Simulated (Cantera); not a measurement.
**Na₂SO₄ + H₂ (calcination and drying)**

A closed system holds: 1 mol Na₂SO₄, 0.32 mol H₂, held at 200 Pa.

Cantera equilibrium calculation (NASA polynomials, part measured and part estimated; ideal gas, pure solids and liquids). Candidate condensed phases: H₂O, H₂SO₄, Na, NaOH, NaO₂, Na₂O, Na₂O₂, Na₂S, Na₂SO₄, S; 27 gas species. Mutual solubility and eutectic melting of coexisting phases are not modelled. Gases not in the tables: S₃ to S₇. Kinetics and transport are ignored.

| T (K) | x H₂O | x Na | x SO₂ | x NaOH | x H₂ | x Na₂SO₄ | n Na₂S(s) | n Na₂SO₄(l) |
|---|---|---|---|---|---|---|---|---|
| 1248 | 0.843 | 0.0463 | 0.0302 | 0.0199 | 0.0579 | 0.000198 | 0.0694 | 0.919 |
| 1273 | 0.793 | 0.0741 | 0.0471 | 0.0277 | 0.0551 | 0.000336 | 0.0660 | 0.915 |
| 1298 | 0.720 | 0.116 | 0.0718 | 0.0373 | 0.0506 | 0.000558 | 0.0601 | 0.909 |
| 1323 | 0.616 | 0.180 | 0.107 | 0.0482 | 0.0436 | 0.000907 | 0.0494 | 0.897 |
| 1348 | 0.470 | 0.274 | 0.157 | 0.0582 | 0.0336 | 0.00145 | 0.0269 | 0.873 |
| 1373 | 0.357 | 0.349 | 0.202 | 0.0657 | 0.0207 | 0.00226 | 0 | 0.837 |
| 1398 | 0.348 | 0.347 | 0.211 | 0.0777 | 0.0118 | 0.00347 | 0 | 0.827 |
| 1423 | 0.341 | 0.340 | 0.215 | 0.0913 | 0.00668 | 0.00525 | 0 | 0.820 |
| 1448 | 0.332 | 0.332 | 0.218 | 0.106 | 0.00382 | 0.00780 | 0 | 0.814 |
| 1473 | 0.322 | 0.321 | 0.221 | 0.122 | 0.00219 | 0.0114 | 0 | 0.806 |
| 1498 | 0.310 | 0.310 | 0.224 | 0.138 | 0.00127 | 0.0165 | 0 | 0.798 |
| 1523 | 0.296 | 0.297 | 0.226 | 0.155 | 0.000738 | 0.0235 | 0 | 0.787 |
| 1548 | 0.279 | 0.285 | 0.228 | 0.171 | 0.000428 | 0.0331 | 0 | 0.771 |
x: gas mole fraction; n: condensed amount in mol.

From 1248 K to 1348 K the condensed part is Na₂S(s) + Na₂SO₄(l). From 1373 K to 1548 K the condensed part is Na₂SO₄(l). The main Na-bearing gas is Na throughout. The share of Na in condensed phases is highest at 1248 K (98.8 %) and lowest at 1548 K (77.1 %).
